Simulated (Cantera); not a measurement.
A perfectly stirred reactor is fed with H2 : O2 : N2 = 1 : 0.61 : 2.29 (molar parts), at 5.00 bar; it is adiabatic with a 348 K inlet, and is followed from long to short residence time, starting on the burning branch (τ in s: 0.028, 0.012, 0.0051, 0.0022, 0.00094, 0.0004, 0.00017, 7.4e-05, 3.2e-05, 1.4e-05, 5.8e-06).

Computed with Cantera and GRI-Mech 3.0 (53 species, 325 reactions). The hydrogen kinetics of GRI-Mech 3.0 are dated; newer H2 mechanisms differ, most at raised pressure.

One state of this run: T (K) = 1757; x H2 = 0.0375; x O2 = 0.0481; x OH = 0.0115; x HO2 = 0.000131; x H = 0.0206; x N2O = 3.22e-7. x: mole fraction; the columns are a selection and need not sum to one.

Question: Which value of τ (s) does it belong to?
A) 5.8e-6
B) 0.028
C) 1.4e-5
D) 3.2e-5

Answer: A, 5.8e-6
